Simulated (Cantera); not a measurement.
A freely propagating, adiabatic, planar premixed flame of C3H8 : O2 : N2 : CO2 = 1 : 4.17 : 15.7 : 3 (molar parts), equivalence ratio 1.2, unburnt at 675 K and 0.336 atm; mixture-averaged transport, grid criteria slope 0.08 and curve 0.16, no radiation.

Model: GRI-Mech 3.0 (53 species, 325 reactions), integrated in Cantera. GRI-Mech 3.0 was tuned for natural gas; its chemistry of propane as a main component is partial and can be far from experiment. Burning velocities carry a grid error of a few per cent, more on coarse grids.

**Question.** What does this change do: inlet temperature 675 to 548 K?

**Answer.** 
```csv
quantity,before,after
laminar burning velocity,134 cm/s,87.1 cm/s
thermal thickness,0.909 mm,1.000 mm
peak x(H2),0.0286,0.0269
peak x(HCO),8.77e-5,7.13e-5
```

**Question.** What does this change do: inlet temperature 675 to 473 K?

**Answer.** 
| quantity | before | after |
|---|---|---|
| laminar burning velocity | 134 cm/s | 65.6 cm/s |
| thermal thickness | 0.909 mm | 1.06 mm |
| peak x(H2) | 0.0286 | 0.0262 |
| peak x(HCO) | 8.77e-5 | 6.25e-5 |
